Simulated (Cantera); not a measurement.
A freely propagating, adiabatic, planar premixed flame of H₂ : O₂ : N₂ : H₂O = 1 : 0.658 : 2.47 : 0.16 (molar parts), equivalence ratio 0.76, unburnt at 398 K and 1.88 atm; mixture-averaged transport, grid criteria slope 0.08 and curve 0.16, no radiation.

Model: the H2/O2 subset of GRI-Mech 3.0, which has no nitrogen chemistry, integrated in Cantera. Burning velocities carry a grid error of a few per cent, more on coarse grids.

How do the results move with these cheaper or finer settings: unity-Lewis-number transport; multicomponent transport; multicomponent+Soret transport; grid criteria slope 0.5, curve 1; grid criteria slope 0.25, curve 0.5; grid criteria slope 0.03, curve 0.06?


| setting | laminar burning velocity | thermal thickness | peak x(OH) | peak x(HO₂) | grid points |
|---|---|---|---|---|---|
| as above | 191 cm/s | 0.167 mm | 0.0111 | 0.000644 | 108 |
| unity-Lewis-number transport | 189 cm/s | 0.136 mm | 0.0126 | 0.000471 | 110 |
| multicomponent transport | 191 cm/s | 0.165 mm | 0.0111 | 0.000646 | 108 |
| multicomponent+Soret transport | 170 cm/s | 0.166 mm | 0.0107 | 0.000624 | 108 |
| grid criteria slope 0.5, curve 1 | 213 cm/s | 0.188 mm | 0.0110 | 0.000628 | 42 |
| grid criteria slope 0.25, curve 0.5 | 199 cm/s | 0.176 mm | 0.0109 | 0.000629 | 49 |
| grid criteria slope 0.03, curve 0.06 | 191 cm/s | 0.164 mm | 0.0112 | 0.000652 | 254 |
Unity Lewis numbers drop preferential diffusion, which matters most where H2 and H carry the flame; Soret adds thermal diffusion.
